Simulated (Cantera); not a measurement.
A perfectly stirred reactor is fed with 100 % N₂O, at 11000 Pa; it is held at 1450 K, and followed from long to short residence time.

Computed with Cantera and GRI-Mech 3.0 (53 species, 325 reactions). GRI-Mech 3.0 was tuned for natural gas; its chemistry of N2O as a main component is partial and can be far from experiment. The temperature is held fixed by assumption; the heat of reaction is taken as removed at once.

Q: Predict: x(N₂O) at τ = 21.0 s; x(N₂) at τ = 21.0 s; x(O₂) at τ = 21.0 s; x(NO₂) at τ = 21.0 s; x(NO) at τ = 21.0 s; x(N₂O) at τ = 0.130 s; x(N₂) at τ = 0.130 s; x(O₂) at τ = 0.130 s; x(NO₂) at τ = 0.130 s; x(NO) at τ = 0.130 s.

A: x(N₂O) at τ = 21.0 s: 0.0126
x(N₂) at τ = 21.0 s: 0.611
x(O₂) at τ = 21.0 s: 0.282
x(NO₂) at τ = 21.0 s: 0.000104
x(NO) at τ = 21.0 s: 0.0939
x(N₂O) at τ = 0.130 s: 0.606
x(N₂) at τ = 0.130 s: 0.234
x(O₂) at τ = 0.130 s: 0.102
x(NO₂) at τ = 0.130 s: 4.66e-5
x(NO) at τ = 0.130 s: 0.0579
